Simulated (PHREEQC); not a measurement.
Solution (25 °C): 0.023 mol/kgw HCl and 0.17 mol/kgw MnSO4. It is in equilibrium with CO2 at log p = 0 (atm). Otherwise closed; pH follows from the charge balance.

The numbers come from PHREEQC with the ion-association model, phreeqc.dat.

```
Quantity                     Result
--------------------  -------------
pH                             2.21
ionic strength        0.365 mol/kgw
activity of water             0.994
specific conductance    16000 µS/cm
density                 1.021 g/cm³
total alkalinity       -23.0 meq/kg
```

```json
[
 {"species": "Mn+2", "molality": "0.0921", "activity": "0.0252", "log γ": "-0.563"},
 {"species": "SO4-2", "molality": "0.0791", "activity": "0.0184", "log γ": "-0.633"},
 {"species": "MnSO4", "molality": "0.0758", "activity": "0.0825", "log γ": "0.037"},
 {"species": "CO2", "molality": "0.0311", "activity": "0.0338", "log γ": "0.037"},
 {"species": "Cl-", "molality": "0.0209", "activity": "0.0140", "log γ": "-0.173"},
 {"species": "HSO4-", "molality": "0.0151", "activity": "0.0110", "log γ": "-0.136"},
 {"species": "H+", "molality": "0.00794", "activity": "0.00616", "log γ": "-0.111"},
 {"species": "MnCl+", "molality": "0.00206", "activity": "0.00144", "log γ": "-0.155"},
 {"species": "(CO2)2", "molality": "1.93e-5", "activity": "2.10e-5", "log γ": "0.037"},
 {"species": "MnCl2", "molality": "8.13e-6", "activity": "8.85e-6", "log γ": "0.037"},
 {"species": "MnHCO3+", "molality": "7.80e-6", "activity": "5.46e-6", "log γ": "-0.155"},
 {"species": "HCO3-", "molality": "3.42e-6", "activity": "2.43e-6", "log γ": "-0.149"}
]
```

Precipitation was switched off in this run.
